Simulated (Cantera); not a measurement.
Charge: 1 mol Al, 45 mol N2O, 28 mol N2, held at 1450 K and 0.000460 bar.

These are equilibrium values from Cantera (NASA tables, ideal gas, pure condensed phases), not measurements of a reactor. Candidate condensed phases: Al, AlN, Al2O3; 16 gas species. Equilibrium is a limit: real reactors are often held back by kinetics, nucleation or transport.

Base state: N2 0.770, O2 0.229, NO 0.000981, O 4.48e-5 (mole fractions); condensed: Al2O3(s).

Question: What changes in the equilibrium state with this change: Al replaced by AlCl3?

Answer: 
```
species          before     after
-------------  --------  --------
N2                0.770     0.746
O2                0.229     0.222
Cl                    0    0.0302
Cl2                   0  0.000246
NO             0.000981  0.000951
O               4.48e-5   4.41e-5
Al2O3(s), mol     0.500     0.500
```
Further candidate phases: AlCl3.
